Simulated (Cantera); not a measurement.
Charge: 1 mol Na2SO4, 7.8 mol H2O, 6.5 mol O2, at 702 °C and 11.0 Pa.

Equilibrium computed with Cantera from the NASA thermochemical tables; the gas is ideal and each condensed phase is pure. Candidate condensed phases: H2O, H2SO4, Na, NaOH, NaO2, Na2O, Na2O2, Na2S, Na2SO4, S; 27 gas species. Kinetics and transport are ignored.

Base state: H2O 0.545, O2 0.455 (mole fractions); condensed: Na2SO4(s).

**Question.** What changes in the equilibrium state with this change: Na2SO4 replaced by K2CO3?

**Answer.** 
```json
[
 {"species": "H2O", "before": "0.545", "after": "0.472"},
 {"species": "O2", "before": "0.455", "after": "0.423"},
 {"species": "KOH", "before": "0", "after": "0.0702"},
 {"species": "CO2", "before": "0", "after": "0.0352"},
 {"species": "K2(OH)2", "before": "0", "after": "0.000112"},
 {"species": "Na2SO4(s), mol", "before": "1.000", "after": "0"},
 {"species": "K2CO3(s), mol", "before": "0", "after": "0.459"}
]
```
Further candidate phases: C, C6H6, C7H8, C8H18, K, KOH, KO2, K2CO3, K2O, K2O2.
